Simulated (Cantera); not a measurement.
A counterflow diffusion flame at 240000 Pa, nozzles 20 mm apart: fuel side 41.7 % CH₄, 58.3 % N₂ at 373 K, oxidiser side 18.0 % O₂, 82.0 % N₂ at 400 K, fuel mass flux 0.79 times the oxidiser's; mixture-averaged transport, no radiation.

Detailed kinetics in Cantera: GRI-Mech 3.0 (53 species, 325 reactions). GRI-Mech 3.0 has no aromatics or soot, which form on the fuel side of real flames. The maximum strain rate includes the flame's own expansion and is several times the mean. A flux with no burning solution from the previous one only brackets extinction.

x: mole fraction; the columns are a selection and need not sum to one.

```json
[
 {"oxidiser flux (kg/m²/s)": "0.6", "max strain (1/s)": "120", "mean strain (1/s)": "27.8", "T max (K)": "1870", "peak x OH": "0.00266", "peak x H": "0.000897", "peak x NO": "8.39e-5", "peak x CO": "0.0199", "peak x C₂H₂": "0.00270"},
 {"oxidiser flux (kg/m²/s)": "0.89", "max strain (1/s)": "173", "mean strain (1/s)": "41.2", "T max (K)": "1852", "peak x OH": "0.00266", "peak x H": "0.000939", "peak x NO": "6.88e-5", "peak x CO": "0.0203", "peak x C₂H₂": "0.00223"},
 {"oxidiser flux (kg/m²/s)": "1.3", "max strain (1/s)": "247", "mean strain (1/s)": "60.2", "T max (K)": "1831", "peak x OH": "0.00261", "peak x H": "0.000965", "peak x NO": "5.30e-5", "peak x CO": "0.0208", "peak x C₂H₂": "0.00184"},
 {"oxidiser flux (kg/m²/s)": "2", "max strain (1/s)": "?", "mean strain (1/s)": "92.6", "T max (K)": "1798", "peak x OH": "0.00246", "peak x H": "0.000954", "peak x NO": "?", "peak x CO": "0.0215", "peak x C₂H₂": "?"},
 {"oxidiser flux (kg/m²/s)": "3", "max strain (1/s)": "?", "mean strain (1/s)": "139", "T max (K)": "1738", "peak x OH": "?", "peak x H": "?", "peak x NO": "?", "peak x CO": "0.0222", "peak x C₂H₂": "?"}
]
```

### Question
Some entries are withheld; supply them.

### Answer

- 2, max strain (1/s): 372
- 2, peak x NO: 3.40e-5
- 2, peak x C₂H₂: 0.00138
- 3, max strain (1/s): 544
- 3, peak x OH: 0.00204
- 3, peak x H: 0.000820
- 3, peak x NO: 1.45e-5
- 3, peak x C₂H₂: 0.000816
